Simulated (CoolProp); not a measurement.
The fluid at 298.15 K and 17.3 MPa flows at 5.9 m/s in a round tube of 1 mm bore and 45 µm roughness, fully developed (64/Re and Nu = 3.66 if laminar; Colebrook and Gnielinski if turbulent). The same conditions are run with several fluids, on thermodynamics alone (safety and materials aside).

Computed with CoolProp (reference Helmholtz-energy equation of state of each fluid (C3F8 (R218): Lemmon 2006; R123: Younglove 1994; R142b: Lemmon 2006; ethane: Bücker 2006)).

Q: Rank C3F8 (R218), R123, R142b, ethane by Reynolds number, highest first.

A: ethane (38000), C3F8 (R218) (32200), R142b (24200), R123 (17200)

```tsv
fluid	Darcy friction factor	pressure drop (Pa/m)	heat-transfer coefficient (W/(m² K))	mass flow (kg/h)
C3F8 (R218)	0.0689	1770000	23300	24.7
R123	0.0696	1830000	19000	25.1
R142b	0.0692	1400000	25800	19.4
ethane	0.0688	498000	36800	6.94
```

Transport values come from each fluid's own correlations; those of C3F8 (R218), R142b are estimates that may be off by 10 % or more.
